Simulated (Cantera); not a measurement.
Cantera run:

```python
import numpy as np
import cantera as ct

gas_names = """
    N2 N2O
""".split()
cond_names = """
    Ta2O5(s) Ta2O5(L) Ta(cr) Ta(L)
""".split()


def load(file, names, dense=False):
    # The tables refer to 1 bar. Condensed volumes are neglected.
    table = {s.name: s for s in ct.Species.list_from_file(file)}
    out = []
    for n in names:
        d = dict(table[n].input_data)
        d["thermo"] = dict(d["thermo"], **{"reference-pressure": 1e5})
        if dense:
            d["equation-of-state"] = {"model": "constant-volume", "density": "1e6 g/cm^3"}
        out.append(ct.Species.from_dict(d))
    return out


species = {s.name: s for s in load("nasa_gas.yaml", gas_names) + load("nasa_condensed.yaml", cond_names)}
# Each term lists the table entries of one substance; the one whose range holds T is used.
reactions = {
    'Ta2O5 + 5 N2(g) = 2 Ta + 5 N2O(g)':
        [(-1, ['Ta2O5(s)', 'Ta2O5(L)']), (-5, ['N2']), (2, ['Ta(cr)', 'Ta(L)']), (5, ['N2O'])],
}


def pick(names, T):
    return next(species[n] for n in names if species[n].thermo.min_temp <= T <= species[n].thermo.max_temp)


results = []
for label, terms in reactions.items():
    print(label)
    print("     T/K   dH/kJ  dS/(J/K)   dG/kJ   log10 K")
    for T in [300, 1550, 1600, 1650, 1700, 1750]:
        used = [(nu, pick(names, T)) for nu, names in terms]
        dH = sum(nu * s.thermo.h(T) for nu, s in used) / 1e6
        dS = sum(nu * s.thermo.s(T) for nu, s in used) / 1e3
        dG = dH - T * dS / 1e3
        logK = -dG * 1e6 / (ct.gas_constant * T * np.log(10))
        results.append((label, T, dH, dS, dG, logK, [s.name for _, s in used]))
        print(f"{T:8g} {dH:8.1f} {dS:8.1f} {dG:8.1f} {logK:8.2f}")
```

It prints:

```
Ta2O5 + 5 N2(g) = 2 Ta + 5 N2O(g)
     T/K   dH/kJ  dS/(J/K)   dG/kJ   log10 K
     300   2453.9     81.5   2429.5  -423.00
    1550   2432.6     48.8   2356.9   -79.43
    1600   2432.0     48.4   2354.5   -76.86
    1650   2431.4     48.1   2352.1   -74.46
    1700   2430.8     47.7   2349.7   -72.20
    1750   2430.3     47.4   2347.3   -70.06
```

Cantera with NASA thermochemical tables; ideal gases at 1 bar, condensed phases pure. Condensed species are held in their standard states even where they would react or evaporate.
